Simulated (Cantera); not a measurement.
Feed: 1 mol Zr, 9.8 mol N2O, 27 mol H2, 0.39 mol NH3, equilibrated at 2.70 bar.

Equilibrium computed with Cantera from the NASA thermochemical tables; the gas is ideal and each condensed phase is pure. Candidate condensed phases: H2O, Zr, ZrN, ZrO2; 28 gas species. Rates play no part.

x: gas mole fraction; n: condensed amount in mol.

| T (K) | x H2 | x N2 | x H2O | x H | x OH | x NO | x O | n ZrO2(monoclinic) | n ZrO2(tetragonal) | n ZrO2(s) |
|---|---|---|---|---|---|---|---|---|---|---|
| 1350 | 0.526 | 0.266 | 0.208 | 1.05e-6 | 6.74e-9 | 3.36e-11 | <1e-12 | 1.00 | 0 | 0 |
| 1500 | 0.526 | 0.266 | 0.208 | 7.77e-6 | 8.75e-8 | 7.04e-10 | 1.12e-12 | 0 | 1.00 | 0 |
| 1650 | 0.526 | 0.266 | 0.208 | 4.01e-5 | 7.15e-7 | 8.51e-9 | 4.44e-11 | 0 | 1.00 | 0 |
| 1800 | 0.526 | 0.266 | 0.208 | 0.000158 | 4.12e-6 | 6.81e-8 | 9.57e-10 | 0 | 1.00 | 0 |
| 1950 | 0.526 | 0.266 | 0.207 | ___ | ___ | ___ | ___ | 0 | 1.00 | 0 |
| 2100 | 0.525 | 0.266 | 0.207 | 0.00137 | 6.46e-5 | 1.80e-6 | 1.20e-7 | 0 | 1.00 | 0 |
| 2250 | 0.524 | 0.265 | 0.207 | ___ | ___ | ___ | ___ | 0 | 1.00 | 0 |
| 2400 | 0.521 | 0.265 | 0.206 | 0.00699 | 0.000508 | 2.09e-5 | 4.56e-6 | 0 | 1.000 | 0 |
| 2550 | 0.516 | 0.264 | 0.205 | 0.0136 | 0.00119 | 5.76e-5 | 2.04e-5 | 0 | 1.000 | 0 |
| 2700 | 0.508 | 0.262 | 0.202 | 0.0247 | 0.00251 | 0.000141 | 7.75e-5 | 0 | 0 | 1.000 |

What belongs in the gaps?


- 1950, x H: 0.000506
- 1950, x OH: 1.81e-5
- 1950, x NO: 3.96e-7
- 1950, x O: 1.29e-8
- 2250, x H: 0.00327
- 2250, x OH: 0.000194
- 2250, x NO: 6.65e-6
- 2250, x O: 8.36e-7
